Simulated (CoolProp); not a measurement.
Vapour-liquid equilibrium of diethyl ether (1) + benzene (2) at 144 kPa; x and y are mole fractions of (1).

Computed with CoolProp (multi-fluid Helmholtz-energy mixture model, Thol 2014 and Thol 2012; pair parameters Bell 2016).

```
x      bubble temperature, mixture model (°C)  bubble temperature, Raoult's law (°C)  y, mixture model  y, Raoult's law
-----  --------------------------------------  -------------------------------------  ----------------  ---------------
0.05                                     87.5                                   87.3             0.158            0.168
0.125                                    81.7                                   81.3             0.343            0.361
0.2                                      76.5                                   76.0             0.484            0.504
0.275                                    72.0                                   71.4             0.592            0.612
0.35                                     68.0                                   67.4             0.678            0.696
0.425                                     ___                                   63.7               ___            0.762
0.5                                      61.0                                   60.5             0.802            0.816
0.575                                    58.0                                   57.5             0.848            0.859
0.65                                     55.2                                   54.8               ___            0.895
0.725                                    52.7                                   52.3             0.918            0.925
0.8                                       ___                                   50.0             0.946            0.950
0.875                                    48.1                                   47.9             0.969            0.971
0.95                                     46.0                                   46.0             0.988            0.989
```

**Question.** Complete the blanks.

**Answer.** 
- 0.425, bubble temperature, mixture model (°C): 64.3
- 0.425, y, mixture model: 0.746
- 0.65, y, mixture model: 0.886
- 0.8, bubble temperature, mixture model (°C): 50.3

The largest gap from Raoult's law is +0.6 K in bubble temperature, at x = 0.35. No azeotrope shows between x = 0.05 and 0.95.

The pair parameters rest on a limited set of measurements; away from them the model extrapolates.
